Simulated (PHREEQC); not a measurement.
# Leach liquor: speciation

Dissolve 1.8 mmol/kgw HCl, 2.6 mmol/kgw MnSO4 and 0.089 mmol/kgw Fe2(SO4)3 at 25 °C and 100 atm. Closed to the air; pH follows from the charge balance.

Equilibrium calculation in PHREEQC: ion-association model, phreeqc.dat.

```
Property                  Result
----------------  --------------
pH                          2.82
ionic strength    0.0109 mol/kgw
total alkalinity    -2.16 meq/kg
```

```
species    molality  activity   log γ
---------  --------  --------  ------
Mn+2        0.00225   0.00150  -0.176
SO4-2       0.00219   0.00145  -0.181
Cl-         0.00179   0.00161  -0.047
H+          0.00164   0.00150  -0.041
MnSO4      0.000343  0.000344   0.001
HSO4-      0.000211  0.000190  -0.046
FeSO4+     0.000110   9.95e-5  -0.045
FeOH+2      4.17e-5   2.74e-5  -0.181
Fe+3        1.37e-5   5.92e-6  -0.365
MnCl+       1.09e-5   9.86e-6  -0.045
Fe(OH)2+    7.23e-6   6.53e-6  -0.045
Fe(SO4)2-   3.71e-6   3.33e-6  -0.046
FeHSO4+2    6.11e-7   3.99e-7  -0.185
```

No solid was allowed to form. Saturation is exceeded, for instance for Hematite (slow to form), Goethite (slow to form); the values hold only as long as no solid forms. Complexes and solids missing from the database can't appear. Under pressure, the constants of complexes without a molar volume in the database are unreliable.
